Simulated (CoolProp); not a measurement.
Properties of the fluoroketone C6F12O (FK-5-1-12) along the isotherm 242.2 K.

Model: reference Helmholtz-energy equation of state, McLinden 2015, in CoolProp.

```json
[
 {"p (MPa)": "0.216", "phase": "liquid", "cv (kJ/(kg K))": "0.8739", "Joule-Thomson coefficient (K/MPa)": "-0.3261", "expansivity (1/kK)": "1.542"},
 {"p (MPa)": "0.431", "phase": "liquid", "cv (kJ/(kg K))": "0.8740", "Joule-Thomson coefficient (K/MPa)": "-0.3265", "expansivity (1/kK)": "1.538"},
 {"p (MPa)": "0.647", "phase": "liquid", "cv (kJ/(kg K))": "0.8741", "Joule-Thomson coefficient (K/MPa)": "-0.3269", "expansivity (1/kK)": "1.534"},
 {"p (MPa)": "0.863", "phase": "liquid", "cv (kJ/(kg K))": "0.8741", "Joule-Thomson coefficient (K/MPa)": "-0.3273", "expansivity (1/kK)": "1.531"},
 {"p (MPa)": "1.08", "phase": "liquid", "cv (kJ/(kg K))": "0.8742", "Joule-Thomson coefficient (K/MPa)": "-0.3277", "expansivity (1/kK)": "1.527"},
 {"p (MPa)": "1.29", "phase": "liquid", "cv (kJ/(kg K))": "0.8743", "Joule-Thomson coefficient (K/MPa)": "-0.3280", "expansivity (1/kK)": "1.524"},
 {"p (MPa)": "1.51", "phase": "liquid", "cv (kJ/(kg K))": "0.8744", "Joule-Thomson coefficient (K/MPa)": "-0.3284", "expansivity (1/kK)": "1.520"},
 {"p (MPa)": "1.73", "phase": "liquid", "cv (kJ/(kg K))": "0.8744", "Joule-Thomson coefficient (K/MPa)": "-0.3288", "expansivity (1/kK)": "1.517"},
 {"p (MPa)": "1.94", "phase": "liquid", "cv (kJ/(kg K))": "0.8745", "Joule-Thomson coefficient (K/MPa)": "-0.3292", "expansivity (1/kK)": "1.514"},
 {"p (MPa)": "2.16", "phase": "liquid", "cv (kJ/(kg K))": "0.8746", "Joule-Thomson coefficient (K/MPa)": "-0.3296", "expansivity (1/kK)": "1.510"},
 {"p (MPa)": "2.37", "phase": "liquid", "cv (kJ/(kg K))": "0.8746", "Joule-Thomson coefficient (K/MPa)": "-0.3299", "expansivity (1/kK)": "1.507"},
 {"p (MPa)": "2.59", "phase": "liquid", "cv (kJ/(kg K))": "0.8747", "Joule-Thomson coefficient (K/MPa)": "-0.3303", "expansivity (1/kK)": "1.504"},
 {"p (MPa)": "2.8", "phase": "liquid", "cv (kJ/(kg K))": "0.8748", "Joule-Thomson coefficient (K/MPa)": "-0.3306", "expansivity (1/kK)": "1.500"}
]
```
